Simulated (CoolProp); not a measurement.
Toluene along the isobar 0.827 MPa: density (kg/m³) from the reference equation and from simpler models built on Tc = 591.7 K, pc = 4.126 MPa, ω = 0.266; each cubic takes its own stable root.

Model: reference Helmholtz-energy equation of state, Lemmon 2006, in CoolProp. It is a short technical equation, of lower accuracy than the large ones.

| T (K) | phase | reference |
|---|---|---|
| 201.7 | liquid | 952.3 |
| 222.2 | liquid | 933.0 |
| 242.7 | liquid | 914.0 |
| 263.1 | liquid | 895.2 |
| 283.6 | liquid | 876.3 |
| 304.1 | liquid | 857.3 |
| 324.6 | liquid | 838.1 |
| 345 | liquid | 818.6 |

Q: How far does each simpler model (van der Waals, Redlich-Kwong, Soave-Redlich-Kwong, Peng-Robinson) lie from the reference over these 8 states: mean and median of the absolute difference, and the worst?

A: 
- van der Waals: mean 41.6 %, median 41.5 %, worst -42.4 % at 201.7 K and 0.827 MPa
- Redlich-Kwong: mean 13.3 %, median 13.1 %, worst -14.2 % at 201.7 K and 0.827 MPa
- Soave-Redlich-Kwong: mean 11.7 %, median 11.5 %, worst -13.5 % at 201.7 K and 0.827 MPa
- Peng-Robinson: mean 1.3 %, median 0.9 %, worst -3.2 % at 201.7 K and 0.827 MPa
